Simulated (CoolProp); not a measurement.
Model: reference Helmholtz-energy equation of state, Gao 2020, in CoolProp.

Task: For ammonia, give the phase and the cp (kJ/(kg K)), Joule-Thomson coefficient (K/MPa), Prandtl number at 380.7 K and 7.58 bar; 380.7 K and 568 bar.

Result: 
- 380.7 K and 7.58 bar: gas; cp 2.40, Joule-Thomson coefficient 12.2, Prandtl number 0.899
- 380.7 K and 568 bar: liquid; cp 4.62, Joule-Thomson coefficient -0.0365, Prandtl number 1.06

Viscosity comes from a separate model (Fenghour 1995). Thermal conductivity comes from a separate model (Tufeu 1984).
